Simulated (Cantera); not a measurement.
Cantera with NASA thermochemical tables; ideal gases at 1 bar, condensed phases pure. Values are per mole of reaction as written; species without (g) are pure solids or liquids, kept so even where they would boil at 1 bar.

Question: Between 300 and 1673 K, where is each reaction favourable under standard conditions?
- 10 NO₂(g) + 6 Ta ⇌ 3 Ta₂O₅ + 5 N₂O(g)

Answer: 
- 10 NO₂(g) + 6 Ta ⇌ 3 Ta₂O₅ + 5 N₂O(g): ΔG° is -5736 kJ at 300 K and -4358 kJ at 1673 K; it stays negative (K > 1). ΔH° is -5906 kJ and ΔS° -925 J/K at 1673 K.
